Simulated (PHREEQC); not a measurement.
0.024 g of hydrous ferric oxide (600 m²/g; 0.2 weak and 0.005 strong sites per Fe, Dzombak-Morel constants, diffuse double layer) in 1 kg of water with 0.01 mol/kgw of an inert sodium salt and 3.6e-05 mol/kgw CuCl2 and 1.5e-07 mol/kgw CaCl2, at 25 °C; the pH is set by adding NaOH or the inert anion's acid. Oxygen is held at 0.21 atm. The system is closed to CO2. Nothing may precipitate in this run.

Base run: PHREEQC, ion-association model, wateq4f.dat. Each further column changes one thing. The table gives Cu sorbed (%).

```json
[
 {"pH": "3", "base": "0.0", "no electrostatic term (-no_edl)": "0.0", "background salt from 0.01 to 0.001 mol/kgw": "0.0", "oxide from 0.024 to 0.12 g/kgw": "0.0", "0.00016 mol/kgw MgCl2 added": "0.0"},
 {"pH": "4.33", "base": "0.8", "no electrostatic term (-no_edl)": "1.5", "background salt from 0.01 to 0.001 mol/kgw": "0.6", "oxide from 0.024 to 0.12 g/kgw": "___", "0.00016 mol/kgw MgCl2 added": "0.8"},
 {"pH": "5.67", "base": "22.0", "no electrostatic term (-no_edl)": "53.2", "background salt from 0.01 to 0.001 mol/kgw": "18.7", "oxide from 0.024 to 0.12 g/kgw": "66.2", "0.00016 mol/kgw MgCl2 added": "22.0"},
 {"pH": "7", "base": "66.0", "no electrostatic term (-no_edl)": "98.7", "background salt from 0.01 to 0.001 mol/kgw": "60.7", "oxide from 0.024 to 0.12 g/kgw": "99.3", "0.00016 mol/kgw MgCl2 added": "66.2"},
 {"pH": "8.33", "base": "62.4", "no electrostatic term (-no_edl)": "93.7", "background salt from 0.01 to 0.001 mol/kgw": "60.9", "oxide from 0.024 to 0.12 g/kgw": "___", "0.00016 mol/kgw MgCl2 added": "___"},
 {"pH": "9.67", "base": "58.9", "no electrostatic term (-no_edl)": "25.3", "background salt from 0.01 to 0.001 mol/kgw": "59.7", "oxide from 0.024 to 0.12 g/kgw": "___", "0.00016 mol/kgw MgCl2 added": "11.1"},
 {"pH": "11", "base": "52.2", "no electrostatic term (-no_edl)": "0.5", "background salt from 0.01 to 0.001 mol/kgw": "56.2", "oxide from 0.024 to 0.12 g/kgw": "98.1", "0.00016 mol/kgw MgCl2 added": "___"}
]
```

Q: Some entries are withheld; supply them.

A: 
- 4.33, oxide from 0.024 to 0.12 g/kgw: 4.0
- 8.33, oxide from 0.024 to 0.12 g/kgw: 99.4
- 8.33, 0.00016 mol/kgw MgCl2 added: 60.6
- 9.67, oxide from 0.024 to 0.12 g/kgw: 99.2
- 11, 0.00016 mol/kgw MgCl2 added: 0.3

In at least one series the solution becomes supersaturated in solids that the run did not let form, among them Cu(OH)2. The database's constant for dissolved Cu(OH)2 is higher than later reviews accept. The oxide is taken as insoluble; below pH 4 it would dissolve.
